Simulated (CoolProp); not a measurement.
Vapour-liquid equilibrium of propane (1) + R227EA (2) at -39.65 °C; x and y are mole fractions of (1).

Computed with CoolProp (multi-fluid Helmholtz-energy mixture model, Lemmon 2009 and Lemmon 2016; pair parameters Bell 2016).

```csv
x,bubble pressure (MPa),y at the bubble point,dew pressure at overall composition x (MPa),liquid density (mol/L)
0.05,0.05402,0.415,0.03440,9.648
0.2,0.09405,0.697,0.04047,9.997
0.35,0.1099,0.760,0.04906,10.39
0.5,0.1150,0.781,0.06214,10.85
0.65,0.1170,0.795,0.08405,11.39
0.8,0.1187,0.825,0.1175,12.04
0.95,0.1166,0.925,0.1155,12.82
```

y crosses x between x = 0.8 and 0.95: the model has an azeotrope there.

Pair parameters are fitted to limited data, so mixtures are less certain than the pure fluids. With so large a gap from Raoult's law the liquid may split in two, which this calculation doesn't test in full.
